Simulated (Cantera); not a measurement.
A Cantera script and what it prints.

```python
import numpy as np
import cantera as ct

gas_names = """
    OH O2
""".split()
cond_names = """
    Cu2O(s) Cu2O(L) CuO2H2(s)
""".split()


# ... load() reads the species with a 1 bar reference pressure and builds the phases ...
species = {s.name: s for s in load("nasa_gas.yaml", gas_names) + load("nasa_condensed.yaml", cond_names)}
# Each term lists the table entries of one substance; the one whose range holds T is used.
reactions = {
    '2 Cu2O + 8 OH(g) = O2(g) + 4 Cu(OH)2':
        [(-2, ['Cu2O(s)', 'Cu2O(L)']), (-8, ['OH']), (1, ['O2']), (4, ['CuO2H2(s)'])],
}


def pick(names, T):
    return next(species[n] for n in names if species[n].thermo.min_temp <= T <= species[n].thermo.max_temp)


results = []
for label, terms in reactions.items():
    print(label)
    print("     T/K   dH/kJ  dS/(J/K)   dG/kJ   log10 K")
    for T in [898, 948, 998, 1048, 1098, 1148, 1198, 1248, 1298]:
        used = [(nu, pick(names, T)) for nu, names in terms]
        dH = sum(nu * s.thermo.h(T) for nu, s in used) / 1e6
        dS = sum(nu * s.thermo.s(T) for nu, s in used) / 1e3
        dG = dH - T * dS / 1e3
        logK = -dG * 1e6 / (ct.gas_constant * T * np.log(10))
        results.append((label, T, dH, dS, dG, logK, [s.name for _, s in used]))
        print(f"{T:8g} {dH:8.1f} {dS:8.1f} {dG:8.1f} {logK:8.2f}")
```

Result:

```
2 Cu2O + 8 OH(g) = O2(g) + 4 Cu(OH)2
     T/K   dH/kJ  dS/(J/K)   dG/kJ   log10 K
     898  -1727.4   -935.4   -887.4    51.62
     948  -1722.1   -929.7   -840.8    46.33
     998  -1716.8   -924.2   -794.4    41.58
    1048  -1711.6   -919.1   -748.4    37.30
    1098  -1706.4   -914.3   -702.5    33.42
    1148  -1701.4   -909.8   -656.9    29.89
    1198  -1696.5   -905.6   -611.5    26.66
    1248  -1691.8   -901.8   -566.4    23.70
    1298  -1687.3   -898.3   -521.4    20.98
```

Source: NASA polynomial tables (part measured, part estimated), evaluated in Cantera. Condensed species are held in their standard states even where they would react or evaporate.
